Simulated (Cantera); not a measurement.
An isothermal, constant-pressure homogeneous reactor starts with 8.33 % NO, 91.7 % N₂, at 2000 K and 105 Torr.

Cantera simulation using GRI-Mech 3.0 (53 species, 325 reactions); the numbers are that mechanism's predictions, not measurements.

x: mole fraction; the columns are a selection and need not sum to one.

| t (s) | x NO | x O₂ | x O | x N₂ | x NO₂ | x N₂O |
|---|---|---|---|---|---|---|
| 3.00e-5 | 0.0833 | 9.01e-12 | 3.40e-8 | 0.917 | 6.93e-11 | 3.37e-8 |
| 0.000145 | 0.0833 | 2.12e-10 | 1.66e-7 | 0.917 | [?] | 1.60e-7 |
| 0.000702 | 0.0833 | 5.19e-9 | 8.55e-7 | 0.917 | [?] | 7.04e-7 |
| 0.00340 | 0.0833 | 1.48e-7 | 5.12e-6 | 0.917 | [?] | 2.26e-6 |
| 0.0164 | 0.0833 | 5.23e-6 | 2.99e-5 | 0.917 | [?] | 3.23e-6 |
| 0.0795 | 0.0830 | 0.000119 | 7.34e-5 | 0.917 | [?] | 3.17e-6 |
| 0.385 | 0.0815 | 0.000878 | 8.99e-5 | 0.918 | [?] | 3.03e-6 |
| 1.86 | 0.0729 | 0.00512 | 0.000147 | 0.922 | 7.99e-6 | 2.39e-6 |
| 9.00 | 0.0337 | 0.0247 | 0.000287 | 0.941 | 7.48e-6 | 5.39e-7 |

Q: Some entries are withheld; supply them.

A: 
- 0.000145, x NO₂: 1.51e-9
- 0.000702, x NO₂: 2.63e-8
- 0.00340, x NO₂: 2.79e-7
- 0.0164, x NO₂: 1.81e-6
- 0.0795, x NO₂: 4.29e-6
- 0.385, x NO₂: 5.25e-6
